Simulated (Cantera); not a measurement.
What does this Cantera script print?

```python
import numpy as np
import cantera as ct

gas_names = """
    H HO2 H2 H2O H2O2 O OH O2 O3 Ti TiO TiO2
""".split()
cond_names = """
    H2O(s) H2O(L) Ti(a) Ti(b) Ti(L) TiO(a) TiO(b) TiO(L) TiO2(ru) TiO2(L) Ti2O3(a) Ti2O3(b) Ti2O3(L)
    Ti3O5(a) Ti3O5(b) Ti3O5(L) Ti4O7(s) Ti4O7(L)
""".split()


def load(file, names, dense=False):
    # The tables refer to 1 bar. Condensed volumes are neglected.
    table = {s.name: s for s in ct.Species.list_from_file(file)}
    out = []
    for n in names:
        d = dict(table[n].input_data)
        d["thermo"] = dict(d["thermo"], **{"reference-pressure": 1e5})
        if dense:
            d["equation-of-state"] = {"model": "constant-volume", "density": "1e6 g/cm^3"}
        out.append(ct.Species.from_dict(d))
    return out


gas = ct.Solution(thermo="ideal-gas", species=load("nasa_gas.yaml", gas_names))
cond = {s.name: ct.Solution(thermo="fixed-stoichiometry", species=[s], name=s.name)
        for s in load("nasa_condensed.yaml", cond_names, dense=True)}
atoms = {
    'Ti': {'Ti': 1},
    'H2O': {'H': 2, 'O': 1},
    'H2': {'H': 2},
}
top_T = {}  # K; cautious upper limits of use, not melting points


def equilibrate(T, P, feed):
    n = {}
    for name, mol in feed.items():
        for a, k in atoms[name].items():
            n[a] = n.get(a, 0.0) + k * mol
    gas.TPX = T, P, n
    mass = sum(n.values()) * gas.mean_molecular_weight
    gas.equilibrate("TP")
    valid = [c for c in cond.values() if c.min_temp <= T <= top_T.get(c.name, c.max_temp)]
    mix = ct.Mixture([(gas, mass / gas.mean_molecular_weight)] + [(c, 0.0) for c in valid])
    mix.T, mix.P = T, P
    mix.equilibrate("TP", solver="vcs", rtol=1e-11, max_steps=5000)
    return mix


results = []
feed = {'Ti': 1, 'H2O': 11, 'H2': 21}  # mol
P = 240000  # Pa
for T in [1848, 1873, 1898, 1923, 1948, 1973, 1998, 2023, 2048]:
    mix = equilibrate(T, P, feed)
    results.append((T, P, feed, dict(zip(mix.species_names, mix.species_moles))))

top = {s: max(r[3][s] / sum(r[3][g] for g in gas_names) for r in results) for s in gas_names}
cols = sorted((s for s in top if top[s] > 0.0001), key=lambda s: -top[s])[:6]
seen = [c for c in cond_names if any(r[3].get(c, 0) > 1e-12 for r in results)]
print("log10 of partial pressures in bar; condensed amounts in mol")
print(f"{'T/K':>10s}" + "".join(f"{s[:9]:>10s}" for s in cols + seen))
for T, P, feed, n in results:
    ng = sum(n[g] for g in gas_names)
    print(f"{T:10.4g}" + "".join(f"{np.log10(max(n[s] / ng * P / 1e5, 1e-99)):10.3f}" for s in cols)
          + "".join(f"{n.get(c, 0):10.4g}" for c in seen))
```

It prints:

```
log10 of partial pressures in bar; condensed amounts in mol
       T/K        H2       H2O         H  TiO2(ru)  Ti4O7(L)
      1848     0.237    -0.171    -3.157         1         0
      1873     0.237    -0.171    -3.072         1         0
      1898     0.237    -0.171    -2.989         1         0
      1923     0.237    -0.171    -2.908         1         0
      1948     0.236    -0.171    -2.829         1         0
      1973     0.236    -0.171    -2.752         1         0
      1998     0.236    -0.171    -2.677         1         0
      2023     0.232    -0.159    -2.606         0      0.25
      2048     0.231    -0.159    -2.534         0      0.25
```

Cantera equilibrium calculation (NASA polynomials, part measured and part estimated; ideal gas, pure solids and liquids). Condensed phases not in the tables: Magnéli phases beyond Ti4O7. Gases not in the tables: TiO(OH)2.
